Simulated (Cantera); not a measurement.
A freely propagating, adiabatic, planar premixed flame of H2 : O2 : N2 = 1 : 0.263 : 0.989 (molar parts), unburnt at 323 K and 1.01 bar; mixture-averaged transport, grid criteria slope 0.08 and curve 0.16, no radiation.

Computed with Cantera and the H2/O2 subset of GRI-Mech 3.0, which has no nitrogen chemistry. Burning velocities carry a grid error of a few per cent, more on coarse grids.

Task: How do the results move with these cheaper or finer settings: unity-Lewis-number transport; multicomponent transport; multicomponent+Soret transport; grid criteria slope 0.5, curve 1; grid criteria slope 0.25, curve 0.5; grid criteria slope 0.03, curve 0.06?

Result: 
```json
[
 {"setting": "as above", "laminar burning velocity": "342 cm/s", "thermal thickness": "0.330 mm", "peak x(H)": "0.0729", "peak x(O)": "0.00329", "grid points": "124"},
 {"setting": "unity-Lewis-number transport", "laminar burning velocity": "204 cm/s", "thermal thickness": "0.325 mm", "peak x(H)": "0.0752", "peak x(O)": "0.00226", "grid points": "109"},
 {"setting": "multicomponent transport", "laminar burning velocity": "334 cm/s", "thermal thickness": "0.332 mm", "peak x(H)": "0.0727", "peak x(O)": "0.00320", "grid points": "124"},
 {"setting": "multicomponent+Soret transport", "laminar burning velocity": "321 cm/s", "thermal thickness": "0.320 mm", "peak x(H)": "0.0718", "peak x(O)": "0.00326", "grid points": "124"},
 {"setting": "grid criteria slope 0.5, curve 1", "laminar burning velocity": "357 cm/s", "thermal thickness": "0.398 mm", "peak x(H)": "0.0745", "peak x(O)": "0.00305", "grid points": "46"},
 {"setting": "grid criteria slope 0.25, curve 0.5", "laminar burning velocity": "343 cm/s", "thermal thickness": "0.363 mm", "peak x(H)": "0.0741", "peak x(O)": "0.00304", "grid points": "60"},
 {"setting": "grid criteria slope 0.03, curve 0.06", "laminar burning velocity": "342 cm/s", "thermal thickness": "0.323 mm", "peak x(H)": "0.0726", "peak x(O)": "0.00334", "grid points": "288"}
]
```
Unity Lewis numbers drop preferential diffusion, which matters most where H2 and H carry the flame; Soret adds thermal diffusion.
